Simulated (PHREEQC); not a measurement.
PHREEQC input (ion-association model, wateq4f.dat):

```
SOLUTION_MASTER_SPECIES
  An  An-  0  An  62.0  # stands for a non-complexing anion
SOLUTION_SPECIES
  An- = An-
    -log_k 0
    -gamma 3.0 0
PHASES
  Fix_H+
    H+ = H+
    -log_k 0
SOLUTION 1
  temp 25
  units mmol/kgw
  pH 7 charge
  Na 50
  An 50
END
SELECTED_OUTPUT 1
  -reset false
  -pH true
  -pe true
  -ionic_strength true
  -water true
  -totals Na
  -molalities Hfo_wOH Hfo_wOH2+ Hfo_wO- Hfo_sOH Hfo_sOH2+ Hfo_sO-
USER_PUNCH 1
  -headings sigma psi
  10 PUNCH EDL("sigma", "Hfo"), EDL("psi", "Hfo")
PRINT
  -reset false
USE solution 1
SURFACE 1
  Hfo_wOH 0.00494382 600 2.2
  Hfo_sOH 0.000123596
EQUILIBRIUM_PHASES 1
  Fix_H+ -4 HAn 10
    -force_equality true
  O2(g) -0.68 10
END
# ... the last block is repeated for the other 12 points of pH, with NaOH or the acid as the point needs
```

Selected output (columns that matter, 13 of 13 rows; pH added in front):

```
pH	mu	Na	m_Hfo_wOH	m_Hfo_wOH2+	m_Hfo_wO-	m_Hfo_sOH	m_Hfo_sOH2+	m_Hfo_sO-	sigma	psi
4	0.052138	0.05	0.00098939	0.0039487	5.6791e-06	2.4735e-05	9.8719e-05	1.4198e-07	0.29545	0.15907
4.5	0.051678	0.05	0.0017013	0.003222	2.0579e-05	4.2532e-05	8.0549e-05	5.1449e-07	0.23987	0.14864
5	0.051255	0.05	0.0024099	0.0024803	5.364e-05	6.0247e-05	6.2008e-05	1.341e-06	0.18183	0.13473
5.5	0.050896	0.05	0.0029818	0.001852	0.00010998	7.4546e-05	4.6301e-05	2.7495e-06	0.13053	0.11812
6	0.050611	0.05	0.0033749	0.0013799	0.00018909	8.4372e-05	3.4497e-05	4.7274e-06	0.089222	0.099289
6.5	0.050395	0.05	0.0036078	0.0010528	0.00028322	9.0195e-05	2.6321e-05	7.0805e-06	0.057666	0.078375
7	0.050235	0.05	0.0037266	0.0008373	0.00037996	9.3164e-05	2.0933e-05	9.499e-06	0.034268	0.055514
7.5	0.050115	0.05	0.0037782	0.00069534	0.0004703	9.4455e-05	1.7384e-05	1.1757e-05	0.016862	0.031062
8	0.05002	0.05	0.0037945	0.00059392	0.00055537	9.4863e-05	1.4848e-05	1.3884e-05	0.0028885	0.0056451
8.5	0.050075	0.050147	0.0037885	0.00050789	0.0006474	9.4713e-05	1.2697e-05	1.6185e-05	-0.010453	-0.019953
9	0.05019	0.050368	0.0037552	0.00042068	0.00076791	9.388e-05	1.0517e-05	1.9198e-05	-0.026017	-0.044919
9.5	0.050356	0.050674	0.003671	0.00032612	0.00094666	9.1775e-05	8.153e-06	2.3667e-05	-0.046497	-0.068538
10	0.05063	0.051138	0.0034941	0.00022917	0.0012204	8.7353e-05	5.7293e-06	3.0511e-05	-0.074276	-0.090321
```
